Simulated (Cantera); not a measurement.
An adiabatic, constant-pressure homogeneous reactor starts with CH₄ : O₂ : N₂ = 1 : 1.11 : 4.18 (molar parts), equivalence ratio 1.8, at 1298 K and 470000 Pa. Integrator tolerance rtol = 1e-08.

Model: GRI-Mech 3.0 (53 species, 325 reactions), integrated in Cantera.

What does this change do: pressure from 470000 Pa to 2300000 Pa?


```
quantity                                                              before                                      after
---------------------------------  -----------------------------------------  -----------------------------------------
time of steepest temperature rise                                    4.36 ms                                   0.830 ms
temperature at 1.00 s                                                 2481 K                                     2496 K
equilibrium temperature                                               2481 K                                     2496 K
x(CH₄) at 1.00 s                   1.30e-10 (gas-phase equilibrium 1.47e-10)    2.99e-9 (gas-phase equilibrium 3.34e-9)
x(O₂) at 1.00 s                      8.20e-6 (gas-phase equilibrium 8.20e-6)    1.95e-6 (gas-phase equilibrium 1.95e-6)
x(CO₂) at 1.00 s                       0.0218 (gas-phase equilibrium 0.0218)      0.0217 (gas-phase equilibrium 0.0217)
x(CH₂O) at 1.00 s                    2.84e-8 (gas-phase equilibrium 2.84e-8)    1.40e-7 (gas-phase equilibrium 1.40e-7)
x(CH₃) at 1.00 s                   6.98e-11 (gas-phase equilibrium 7.87e-11)  7.72e-10 (gas-phase equilibrium 8.61e-10)
```
The pressure lies above the range GRI-Mech 3.0 was tuned for (to about 10 atm).
